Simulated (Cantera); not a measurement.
Charge: 1 mol BF₃, 17 mol N₂, held at 0.133 bar.

These are equilibrium values from Cantera (NASA tables, ideal gas, pure condensed phases), not measurements of a reactor. Candidate condensed phases: B, BN; 13 gas species. The tables' values for BF₂ are old estimates; treat these amounts as uncertain. Kinetics and transport are ignored. All values below are at 1848 K.

Base state: N₂ 0.944, BF₃ 0.0555, F 1.18e-5, BF₂ 1.18e-5 (mole fractions); condensed: gas only.

### Question
What changes in the equilibrium state with this change: BF₃ replaced by B₂H₆?

### Answer
| species | before | after |
|---|---|---|
| N₂ | 0.944 | 0.842 |
| H₂ | 0 | 0.158 |
| H | 0 | 0.000576 |
| BF₃ | 0.0555 | 0 |
| F | 1.18e-5 | 0 |
| BF₂ | 1.18e-5 | 0 |
| BN(s), mol | 0 | 2.00 |
The feed counts by its element totals alone.
